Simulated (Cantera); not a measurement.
# Stirred combustor or abatement burner

A perfectly stirred reactor is fed with 3.35 % C2H6, 6.90 % O2, 82.7 % N2, 7.03 % H2O, equivalence ratio 1.7, at 0.330 bar; it is adiabatic with a 525 K inlet, and is followed from long to short residence time, starting on the burning branch (τ in s: 0.5, 0.23, 0.11, 0.049, 0.022, 0.01, 0.0048, 0.0022, 0.001, 0.00046, 0.00021, 9.9e-05).

Model: GRI-Mech 3.0 (53 species, 325 reactions), integrated in Cantera.

```
τ (s)    T (K)   x C2H6    x O2   x H2O      x NO    x CH2O    x CH3
-------  -----  -------  ------  ------  --------  --------  -------
0.50      1074  0.00128  0.0104   0.118  1.31e-10  0.000193  2.21e-5
0.23       525   0.0335  0.0690  0.0703    <1e-12    <1e-12   <1e-12
0.11       525   0.0335  0.0690  0.0703    <1e-12    <1e-12   <1e-12
0.049      525   0.0335  0.0690  0.0703    <1e-12    <1e-12   <1e-12
0.022      525   0.0335  0.0690  0.0703    <1e-12    <1e-12   <1e-12
0.010      525   0.0335  0.0690  0.0703    <1e-12    <1e-12   <1e-12
0.0048     525   0.0335  0.0690  0.0703    <1e-12    <1e-12   <1e-12
0.0022     525   0.0335  0.0690  0.0703    <1e-12    <1e-12   <1e-12
0.0010     525   0.0335  0.0690  0.0703    <1e-12    <1e-12   <1e-12
0.00046    525   0.0335  0.0690  0.0703    <1e-12    <1e-12   <1e-12
0.00021    525   0.0335  0.0690  0.0703    <1e-12    <1e-12   <1e-12
9.9e-5     525   0.0335  0.0690  0.0703    <1e-12    <1e-12   <1e-12
```
x: mole fraction; the columns are a selection and need not sum to one.
